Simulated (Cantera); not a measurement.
Mixture: CH3OH : O2 : N2 = 1 : 0.714 : 2.69 (molar parts), at 4.93 atm, adiabatic and at constant volume. Ignition delay is the time to a rise of 400 K.

Cantera simulation using GRI-Mech 3.0 (53 species, 325 reactions); the numbers are that mechanism's predictions, not measurements. GRI-Mech 3.0 was tuned for natural gas; its chemistry of methanol as a main component is partial and can be far from experiment.

Q: What does this change do: constant pressure in place of constant volume?

A: 
```csv
quantity,before,after
delay at 1098 K,13.6 ms,13.9 ms
delay at 1298 K,0.448 ms,0.465 ms
delay at 1498 K,39.9 µs,43.5 µs
delay at 1698 K,7.09 µs,8.38 µs
delay at 1898 K,1.98 µs,2.57 µs
apparent activation energy between 1698 and 1898 K,170 kJ/mol,160 kJ/mol
```

Q: What does this change do: pressure from 4.93 atm to 0.681 atm?

A: 
```json
[
 {"quantity": "delay at 1098 K", "before": "13.6 ms", "after": "70.7 ms"},
 {"quantity": "delay at 1298 K", "before": "0.448 ms", "after": "2.45 ms"},
 {"quantity": "delay at 1498 K", "before": "39.9 µs", "after": "0.230 ms"},
 {"quantity": "delay at 1698 K", "before": "7.09 µs", "after": "42.6 µs"},
 {"quantity": "delay at 1898 K", "before": "1.98 µs", "after": "12.4 µs"},
 {"quantity": "apparent activation energy between 1698 and 1898 K", "before": "170 kJ/mol", "after": "170 kJ/mol"}
]
```
